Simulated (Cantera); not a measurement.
Low-pressure radical oxidation in H2/O2

An isothermal, constant-pressure homogeneous reactor starts with H₂ : O₂ = 0.38 : 1 (molar parts), at 1400 K and 9.00 Torr.

Computed with Cantera and the H2/O2 subset of GRI-Mech 3.0, which has no nitrogen chemistry. Radical loss at walls, strong at low pressure, is not modelled. The temperature is held fixed by assumption; the heat of reaction is taken as removed at once.

| t (s) | x H₂ | x O₂ | x H | x H₂O | x OH | x HO₂ | x O |
|---|---|---|---|---|---|---|---|
| 3.00e-5 | 0.275 | 0.725 | 1.23e-7 | 3.96e-8 | 3.58e-8 | 1.26e-7 | 4.26e-8 |
| 0.000133 | 0.275 | 0.725 | 3.02e-6 | 4.04e-6 | 1.23e-6 | 5.57e-7 | 1.58e-6 |
| 0.000591 | 0.0653 | 0.603 | 0.0876 | 0.153 | 0.0266 | 5.04e-6 | 0.0647 |
| 0.00262 | 0.0169 | 0.572 | 0.0842 | 0.210 | 0.0210 | 5.62e-6 | 0.0955 |
| 0.0116 | 0.0126 | 0.609 | 0.0473 | 0.249 | 0.0187 | 6.29e-6 | 0.0641 |
| 0.0516 | 0.00262 | 0.666 | 0.00378 | 0.306 | 0.00889 | 4.93e-6 | 0.0118 |
| 0.229 | 0.000136 | 0.679 | 4.34e-5 | 0.318 | 0.00204 | 7.63e-7 | 0.000602 |
| 1.02 | 1.17e-5 | 0.680 | 1.10e-6 | 0.319 | 0.000602 | 1.31e-7 | 5.19e-5 |
| 4.51 | 2.18e-6 | 0.681 | 8.92e-8 | 0.319 | 0.000260 | 1.19e-7 | 9.72e-6 |
| 20.0 | 1.61e-6 | 0.681 | 5.67e-8 | 0.319 | 0.000224 | 1.29e-7 | 7.17e-6 |
x: mole fraction; the columns are a selection and need not sum to one.

Equilibrium at this temperature and pressure: H₂ 1.61e-6, O₂ 0.681, H 5.67e-8, H₂O 0.319, OH 0.000224, HO₂ 1.29e-7, O 7.17e-6 (gas phase only).
